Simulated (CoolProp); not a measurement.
Vapour-liquid equilibrium of propylene (1) + R114 (2) at 0.836 MPa; x and y are mole fractions of (1).

The numbers come from the multi-fluid Helmholtz-energy mixture model, Lemmon 2013 and Platzer 1990; pair parameters Bell 2016 in CoolProp. This equation is an older, rougher fit; its heat capacities, sound speeds and derivatives of the liquid may be far off and weren't checked against measurements.

```tsv
x	bubble temperature (°C)	y at the bubble point	dew temperature at overall composition x (°C)	liquid density (mol/L)
0.05	68.5	0.161	73.2	7.742
0.15	56.3	0.414	69.0	8.228
0.25	46.2	0.585	64.5	___
0.35	38.3	___	59.6	9.145
0.45	32.1	___	54.3	9.588
0.55	27.3	___	48.5	10.04
0.65	23.3	0.875	41.9	10.51
0.75	19.9	0.912	___	11.01
0.85	16.9	0.947	25.6	11.56
0.95	14.0	0.981	16.6	12.18
```

Some entries are withheld; supply them.


- 0.25, liquid density (mol/L): 8.695
- 0.35, y at the bubble point: 0.699
- 0.45, y at the bubble point: 0.777
- 0.55, y at the bubble point: 0.832
- 0.75, dew temperature at overall composition x (°C): 34.3

No azeotrope shows between x = 0.05 and 0.95.

Pair parameters are fitted to limited data, so mixtures are less certain than the pure fluids.
